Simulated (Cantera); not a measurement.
Input: 1 mol Fe3O4, 250 mol H2, 70 mol N2, equilibrated at 1275 °C and 1 atm.

Cantera equilibrium calculation (NASA polynomials, part measured and part estimated; ideal gas, pure solids and liquids). Candidate condensed phases: Fe, FeO, Fe(OH)2, Fe(OH)3, Fe2O3, Fe3O4, H2O; 27 gas species. Equilibrium is a limit: real reactors are often held back by kinetics, nucleation or transport.

Base state: H2 0.769, N2 0.219, H2O 0.0125, H 2.69e-5, NH3 1.72e-5 (mole fractions); condensed: Fe(γ).

Q: What changes in the equilibrium state with this change: temperature from 1275 °C to 1927 °C?

A: 
```
species      before    after
----------  -------  -------
H2            0.769    0.762
N2            0.219    0.218
H2O          0.0125   0.0124
H           2.69e-5  0.00489
Fe          3.99e-7  0.00274
OH          1.46e-8  1.11e-5
NH3         1.72e-5  4.67e-6
Fe(γ), mol     3.00        0
Fe(l), mol        0     2.12
```
